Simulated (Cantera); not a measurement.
What does this Cantera script print?

```python
import numpy as np
import cantera as ct

gas_names = """
    CL CL2 H HCL H2 Si SiCL SiCL2 SiCL3 SiCL4 SiH SiHCL3 SiH2 SiH2CL2 SiH3 SiH3CL SiH4 Si2 Si3
""".split()
cond_names = """
    Si(cr) Si(L)
""".split()


def load(file, names, dense=False):
    # The tables refer to 1 bar. Condensed volumes are neglected.
    table = {s.name: s for s in ct.Species.list_from_file(file)}
    out = []
    for n in names:
        d = dict(table[n].input_data)
        d["thermo"] = dict(d["thermo"], **{"reference-pressure": 1e5})
        if dense:
            d["equation-of-state"] = {"model": "constant-volume", "density": "1e6 g/cm^3"}
        out.append(ct.Species.from_dict(d))
    return out


gas = ct.Solution(thermo="ideal-gas", species=load("nasa_gas.yaml", gas_names))
cond = {s.name: ct.Solution(thermo="fixed-stoichiometry", species=[s], name=s.name)
        for s in load("nasa_condensed.yaml", cond_names, dense=True)}
atoms = {
    'Si2Cl6': {'Si': 2, 'CL': 6},
    'H2': {'H': 2},
    'HCl': {'H': 1, 'CL': 1},
}
top_T = {}  # K; cautious upper limits of use, not melting points


def equilibrate(T, P, feed):
    n = {}
    for name, mol in feed.items():
        for a, k in atoms[name].items():
            n[a] = n.get(a, 0.0) + k * mol
    gas.TPX = T, P, n
    mass = sum(n.values()) * gas.mean_molecular_weight
    gas.equilibrate("TP")
    valid = [c for c in cond.values() if c.min_temp <= T <= top_T.get(c.name, c.max_temp)]
    mix = ct.Mixture([(gas, mass / gas.mean_molecular_weight)] + [(c, 0.0) for c in valid])
    mix.T, mix.P = T, P
    mix.equilibrate("TP", solver="vcs", rtol=1e-11, max_steps=5000)
    return mix


results = []
feed = {'Si2Cl6': 1, 'H2': 710, 'HCl': 2.3}  # mol
T = 1175  # K
P = 44000  # Pa
mix = equilibrate(T, P, feed)
results.append((T, P, feed, dict(zip(mix.species_names, mix.species_moles))))
x = sorted(zip(gas.X, gas.species_names), reverse=True)
print(f"T = {T:g} K  P = {P:g} Pa  gas = {mix.phase_moles(0):.4g} mol")
print("   x: " + "  ".join(f"{s} {v:.3e}" for v, s in x if v > 0.001))
print("   condensed (mol): " + ("  ".join(f"{mix.phase(i).name} {mix.phase_moles(i):.4g}"
      for i in range(1, mix.n_phases) if mix.phase_moles(i) > 1e-12) or "none"))
```

Result:

```
T = 1175 K  P = 44000 Pa  gas = 714.9 mol
   x: H2 9.897e-01  HCL 9.563e-03
   condensed (mol): Si(cr) 1.465
```

These are equilibrium values from Cantera (NASA tables, ideal gas, pure condensed phases), not measurements of a reactor. The feed counts by its element totals alone. The tables' values for SiCl3 are old estimates; treat these amounts as uncertain.
